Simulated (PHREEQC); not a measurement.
Consider water at 20 °C with 4.9 mol NaCl, 0.18 mol Na2SO4 and 0.4 mol MgCl2 per kg of water. Closed to the air; pH follows from the charge balance.

Equilibrium calculation in PHREEQC: Pitzer model, pitzer.dat.

No solid was allowed to form.

Question: Estimate the activity of water.

Answer: activity of water 0.760.

Complexes and solids missing from the database can't appear.
